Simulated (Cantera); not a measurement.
Gas mixture: C2H4 : NH3 : C2H2 = 0.1 : 0.63 : 0.84 (molar parts), at 23.3 Torr, frozen composition.

Cantera's kinetic-theory transport with the Lennard-Jones parameters of GRI-Mech 3.0, ideal gas; thermal conductivity in the multicomponent form. Polar gases are described roughly by these parameters. The composition is frozen, though it would react at the higher temperatures.

One state of this run: ρ (kg/m³) = 0.0129; cp (J/kg/K) = 2459; μ (µPa s) = 21.0; λ (mW/m/K) = 71.9; Pr = 0.718; D (cm²/s) H = 135; D (cm²/s) OH = 36.4; D (cm²/s) H2 = 85.2. D: mixture-averaged diffusion coefficient of that species in the mixture.

**Question.** Which value of T (K) does it belong to?
(A) 900
(B) 400
(C) 650
(D) 1650

**Answer.** C, 650
